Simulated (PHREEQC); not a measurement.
0.035 g of hydrous ferric oxide (600 m²/g; 0.2 weak and 0.005 strong sites per Fe, Dzombak-Morel constants, diffuse double layer) in 1 kg of water with 0.005 mol/kgw of an inert sodium salt, at 25 °C; the pH is set by adding NaOH or the inert anion's acid. Oxygen alone is held at its pressure in air (log pO2 = -0.68). The system is closed to CO2. Precipitation was switched off in this run.

Equilibrium calculation in PHREEQC: ion-association model, wateq4f.dat.

```csv
pH,surface charge σ (C/m²),surface potential ψ (mV)
4,0.182,194
4.38,0.142,181
4.75,0.109,168
5.12,0.082,153
5.5,0.059,137
5.88,0.042,120
6.25,0.029,101
6.62,0.020,82
7,0.013,62
7.38,0.007,41
7.75,0.003,20
8.12,0.000,-1
8.5,-0.004,-22
8.88,-0.008,-43
9.25,-0.013,-64
9.62,-0.020,-83
10,-0.030,-103
```
